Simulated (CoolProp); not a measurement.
Vapour-liquid equilibrium of R134a (1) + dimethyl ether (2) at 0.488 MPa; x and y are mole fractions of (1).

Computed with CoolProp (multi-fluid Helmholtz-energy mixture model, Tillner-Roth 1994 and Wu 2011; pair parameters Bell 2016).

Task: Give the bubble temperature and the first vapour's composition at x = 0.2, 0.65, 0.8. Is there an azeotrope?

Result: x = 0.2: 292.6 K, y = 0.193; x = 0.65: 291.1 K, y = 0.691; x = 0.8: 289.9 K, y = 0.836. y crosses x between x = 0.2 and 0.35: the model has an azeotrope there.

Pair parameters are fitted to limited data, so mixtures are less certain than the pure fluids.
